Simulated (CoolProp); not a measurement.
Vapour-liquid equilibrium of R113 (1) + benzene (2) at 430.6 K; x and y are mole fractions of (1).

Model: multi-fluid Helmholtz-energy mixture model, Marx 1992 and Thol 2012; pair parameters Bell 2016, in CoolProp.

### Question
Give the bubble pressure and the first vapour's composition at x = 0.35, 0.45, 0.65. Is there an azeotrope?

### Answer
x = 0.35: 1.015 MPa, y = 0.508; x = 0.45: 1.084 MPa, y = 0.592; x = 0.65: 1.208 MPa, y = 0.742. No azeotrope shows between x = 0.05 and 0.95.

Pair parameters are fitted to limited data, so mixtures are less certain than the pure fluids.
